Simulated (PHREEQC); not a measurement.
1 kg of water holding 0.3 mol K2CO3, 0.0059 mol K2SO4 and 0.11 mol KHCO3 is evaporated at 25 °C; the solids stay in contact with the brine. The system is closed to CO2. Solids allowed: Arcanite, Kalicinite, Misenite. Others were left out.

The series has 15 steps of water left (kg), from 1 to 0.06418.

All values are PHREEQC results (Pitzer model, pitzer.dat), not measurements.

Which solids form, in which order, and at which step of the series does each first stand?

Arcanite from water left = 0.1156 kg (pH 10.39); Kalicinite from water left = 0.06418 kg (pH 11.00).

Complexes and solids missing from the database can't appear.
